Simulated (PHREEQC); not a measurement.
# Brine: speciation

Dissolve 1 mol NaBr, 0.57 mol Na2SO4 and 3.8e-05 mol H4SiO4 per kg of water at 25 °C. Closed to the air; pH follows from the charge balance.

Equilibrium calculation in PHREEQC: Pitzer model, pitzer.dat.

Each row changes one thing in this solution. No solid was allowed to form.

| case | pH | H3SiO4- (mol/kgw) | SI of SiO2(a) (SiO2) |
|---|---|---|---|
| as made | 7.04 | 2.13e-7 | -1.65 |
| NaBr left out | 7.22 | 2.32e-7 | ? |
| Na2SO4 left out | 6.74 | 7.78e-8 | ? |
| H4SiO4 replaced by K2SiO3 at the same molality | 9.43 | 2.20e-5 | -2.02 |

Q: What belongs in the gaps?

A: 
- NaBr left out, SI of SiO2(a) (SiO2): -1.73
- Na2SO4 left out, SI of SiO2(a) (SiO2): -1.68

Complexes and solids missing from the database can't appear. In brines, pH and single-ion activities rest on the MacInnes convention.
